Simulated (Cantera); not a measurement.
An isothermal, constant-pressure homogeneous reactor starts with 8.33 % NO, 91.7 % N₂, at 1975 K and 1.20 bar.

Detailed kinetics in Cantera: GRI-Mech 3.0 (53 species, 325 reactions).

x: mole fraction; the columns are a selection and need not sum to one.

```
t (s)        x NO   x N₂     x NO₂       x O    x N₂O
--------  -------  -----  --------  --------  -------
1.00e-6    0.0833  0.917  4.26e-11         …  8.05e-9
6.00e-6    0.0833  0.917   1.48e-9         …  4.79e-8
3.59e-5    0.0833  0.917   4.29e-8         …  2.77e-7
0.000215   0.0833  0.917   7.01e-7         …  1.36e-6
0.00129    0.0833  0.917   6.37e-6         …  3.21e-6
0.00775    0.0832  0.917   1.36e-5         …  3.36e-6
0.0464     0.0823  0.917   1.51e-5         …  3.30e-6
0.278      0.0772  0.920   2.16e-5         …  2.92e-6
1.67       0.0502  0.933   2.83e-5         …  1.33e-6
10.0      0.00656  0.955   5.52e-6   9.92e-5  2.44e-7
60.0      0.00344  0.957   2.95e-6  0.000101  2.34e-7
```

Q: Fill in the missing entries.

A: 
- 1.00e-6, x O: 8.02e-9
- 6.00e-6, x O: 4.72e-8
- 3.59e-5, x O: 2.59e-7
- 0.000215, x O: 1.41e-6
- 0.00129, x O: 9.65e-6
- 0.00775, x O: 1.99e-5
- 0.0464, x O: 2.24e-5
- 0.278, x O: 3.37e-5
- 1.67, x O: 6.69e-5
